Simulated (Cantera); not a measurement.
Thermodynamics of fluorocarbon and chlorocarbon gases, feed CHF3 + F2

A closed system holds: 1 mol CHF3, 0.65 mol F2, held at 2548.15 K.

Equilibrium computed with Cantera from the NASA thermochemical tables; the gas is ideal and each condensed phase is pure. Candidate condensed phases: C, C6H6, C7H8, C8H18; 95 gas species. The tables' values for C2F4 are old estimates; treat these amounts as uncertain. Gases not in the tables: C2F6 and larger saturated fluorocarbons. Equilibrium is a limit: real reactors are often held back by kinetics, nucleation or transport.

At 1.00 Pa nothing is condensed. From 10.0 Pa to 10.0 mbar the condensed part is C(graphite). From 0.100 bar to 1.00 bar nothing is condensed. The main C-bearing gas is C3 at 1.00 Pa and CF4 at 1.00 bar.

```tsv
P (Pa)	x F	x HF	x CF4	x CF2	x H	x C3	x CF	x C	x CF3	n C(graphite)
1	0.698	0.153	8.39e-12	0.000308	0.0496	0.0483	0.0204	0.0247	4.31e-9	0
10	0.725	0.222	1.26e-8	0.00430	0.00692	0.0104	0.0274	0.00319	6.25e-7	0.702
100	0.692	0.240	1.05e-5	0.0391	0.000786	0.00104	0.0261	0.000319	5.43e-5	0.714
1000	0.495	0.282	0.00273	0.200	0.000129	0.000104	0.0187	3.19e-5	0.00198	0.206
10000	0.268	0.366	0.0997	0.249	3.10e-5	7.95e-7	0.00430	1.35e-6	0.0134	0
100000	0.0521	0.474	0.273	0.180	2.06e-5	5.51e-7	0.00160	2.58e-7	0.0188	0
```
x: gas mole fraction; n: condensed amount in mol.
